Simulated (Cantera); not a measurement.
An isothermal, constant-pressure homogeneous reactor starts with 0.379 % CH₄, 0.739 % O₂, 90.1 % N₂, 8.74 % H₂, at 1275 K and 10.0 bar.

Detailed kinetics in Cantera: GRI-Mech 3.0 (53 species, 325 reactions).

x: mole fraction; the columns are a selection and need not sum to one.

```csv
t (s),x CH₄,x O₂,x NO,x C₂H₆,x H₂O
0.000600,0.00321,0.00363,6.00e-10,…,0.00702
0.00294,0.00284,0.00104,6.70e-10,…,0.0119
0.0144,0.00273,0.000182,5.01e-10,…,0.0135
0.0707,0.00272,2.47e-5,3.02e-10,…,0.0138
0.346,0.00272,2.05e-6,1.14e-10,…,0.0138
1.70,0.00276,1.93e-9,4.24e-12,…,0.0138
8.32,0.00281,<1e-12,<1e-12,…,0.0138
40.8,0.00281,<1e-12,<1e-12,1.24e-7,0.0138
200,0.00281,<1e-12,<1e-12,1.24e-7,0.0138
```

Q: Some entries are withheld; supply them.

A: 
- 0.000600, x C₂H₆: 1.39e-5
- 0.00294, x C₂H₆: 6.98e-6
- 0.0144, x C₂H₆: 3.34e-6
- 0.0707, x C₂H₆: 2.06e-6
- 0.346, x C₂H₆: 1.40e-6
- 1.70, x C₂H₆: 8.68e-7
- 8.32, x C₂H₆: 2.17e-7
